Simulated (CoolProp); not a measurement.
CF4 (R14) at 461.56 K and 0.936 MPa flows at 4.4 m/s in a round tube of 20 mm bore and 1.5 µm roughness, fully developed (64/Re and Nu = 3.66 if laminar; Colebrook and Gnielinski if turbulent). Each further row changes one setting.

Computed with CoolProp (reference Helmholtz-energy equation of state, Platzer 1990). This equation is an older, rougher fit.

```tsv
case	Reynolds number	Darcy friction factor	pressure drop (Pa/m)	heat-transfer coefficient (W/(m² K))	mass flow (kg/h)
as stated	76200	0.0194	202	225	107
velocity 8.8 m/s	152000	0.0170	708	394	214
diameter 40 mm	152000	0.0168	87.2	194	428
```

Viscosity comes from a separate model (Huber 2003), an estimate that may be off by 10 % or more. Thermal conductivity comes from a separate model (Huber 2003), an estimate that may be off by 10 % or more.
